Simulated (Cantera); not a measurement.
What does this Cantera script print?

```python
import numpy as np
import cantera as ct

surf = ct.Interface("ptcombust.yaml", "Pt_surf")
gas = surf.adjacent["gas"]
gas.TPX = 950, 500000, {'CO': 0.019, 'O2': 0.046, 'N2': 0.79}
surf.TP = 950, 500000
reactor = ct.FlowReactor(gas, clone=False)
reactor.area = 0.0001  # m2
reactor.surface_area_to_volume_ratio = 240  # 1/m
reactor.mass_flow_rate = 4.3 * reactor.area * gas.density  # inlet velocity 4.3 m/s
reactor.energy_enabled = False
wall = ct.ReactorSurface(surf, reactor, clone=False)
net = ct.ReactorNet([reactor])
net.rtol, net.atol = 1e-8, 1e-16
show, cover = ['CO', 'O2', 'H2O', 'CO2'], ['PT(S)', 'H(S)', 'O(S)', 'OH(S)', 'CO(S)', 'C(S)']

rows = []
print(f"{'z/m':>9s}{'u/(m/s)':>9s}" + "".join(f"{s:>13s}" for s in show + cover))
for z in [0.00014, 0.00023, 0.00038, 0.00063, 0.001, 0.0017, 0.0029, 0.0049, 0.0081, 0.014]:
    net.advance(z)
    rows.append([reactor.speed, *gas[show].X, *surf[cover].coverages])
    print(f"{z:9.4g}{rows[-1][0]:9.3g}" + "".join(f"{x:13.4e}" for x in rows[-1][1:]))
```

Result:

```
      z/m  u/(m/s)           CO           O2          H2O          CO2        PT(S)         H(S)         O(S)        OH(S)        CO(S)         C(S)
  0.00014      4.3   2.1804e-02   5.3601e-02   2.7697e-27   4.2263e-04   2.3978e-01   2.4566e-23   1.0060e-02   2.6402e-21   7.5016e-01   1.0478e-09
  0.00023      4.3   2.1532e-02   5.3471e-02   2.7022e-27   6.9766e-04   2.4121e-01   2.1684e-24   1.0176e-02   1.2625e-22   7.4861e-01   1.0398e-09
  0.00038      4.3   2.1073e-02   5.3251e-02   2.8148e-27   1.1621e-03   2.4368e-01   4.3456e-23   1.0380e-02   5.2963e-21   7.4594e-01   1.0261e-09
  0.00063      4.3   2.0290e-02   5.2877e-02   2.8520e-27   1.9543e-03   2.4809e-01  -3.5457e-23   1.0752e-02   1.9064e-24   7.4116e-01   1.0021e-09
    0.001     4.29   1.9085e-02   5.2300e-02   2.8870e-27   3.1728e-03   2.5538e-01   8.1313e-21   1.1391e-02   1.4598e-21   7.3323e-01   9.6326e-10
   0.0017     4.29   1.6620e-02   5.1121e-02   3.1813e-27   5.6648e-03   2.7266e-01   1.0335e-18   1.3029e-02   4.3487e-21   7.1431e-01   8.7597e-10
   0.0029     4.28   1.1477e-02   4.8661e-02  -7.0937e-26   1.0866e-02   3.2527e-01  -3.0806e-21   1.9232e-02  -1.0851e-19   6.5550e-01   6.4964e-10
   0.0049     4.26   1.3866e-03   4.3833e-02  -2.5266e-26   2.1070e-02   1.5230e-01   4.1723e-23   8.4593e-01   3.5679e-19   1.7684e-03   1.8657e-14
   0.0081     4.25   4.6650e-04   4.3393e-02  -3.3523e-26   2.2000e-02   1.2501e-01   8.7971e-24   8.7460e-01   1.5359e-19   3.8877e-04   3.2563e-15
    0.014     4.25   9.1522e-05   4.3214e-02  -1.4409e-27   2.2379e-02   1.1815e-01   4.7546e-24   8.8178e-01   8.8258e-20   6.7620e-05   5.3095e-16
```

Cantera simulation using Deutschmann's 1995 Pt surface mechanism with GRI-Mech 3.0 gas chemistry; the numbers are that mechanism's predictions, not measurements. Catalytic surfaces can have several steady states; this one follows from the mechanism file's or the stated starting coverage. Mass transfer to the wall is taken as infinitely fast.
